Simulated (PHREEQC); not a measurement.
Make-up at 32 °C: 0.0011 mol/kgw NaHSO4, 0.018 mol/kgw Na2CO3 and 0.00049 mol/kgw KCl. Closed to the air; pH follows from the charge balance.

Computed with PHREEQC (ion-association model, phreeqc.dat).

Each row changes one thing in this solution. No solid was allowed to form.

```tsv
case	pH	ionic strength (mol/kgw)	Na+ (mol/kgw)
as made	10.74	0.0451	0.0324
NaHSO4 left out	___	___	0.0313
0.0089 mol/kgw LiF added	10.73	0.0542	0.0324
NaHSO4 from 0.0011 to 0.00022 mol/kgw	10.87	0.0438	0.0315
NaHSO4 replaced by KHSO4 at the same molality	10.74	___	___
Na2CO3 left out	3.02	0.00360	0.00110
NaHSO4 replaced by NH4HSO4 at the same molality	10.60	0.0438	0.0316
KCl left out	10.74	0.0446	0.0324
Na2CO3 from 0.018 to 0.009 mol/kgw	10.57	0.0248	0.0176
```

Complete the blanks.


- NaHSO4 left out, pH: 10.90
- NaHSO4 left out, ionic strength (mol/kgw): 0.0435
- NaHSO4 replaced by KHSO4 at the same molality, ionic strength (mol/kgw): 0.0453
- NaHSO4 replaced by KHSO4 at the same molality, Na+ (mol/kgw): 0.0314
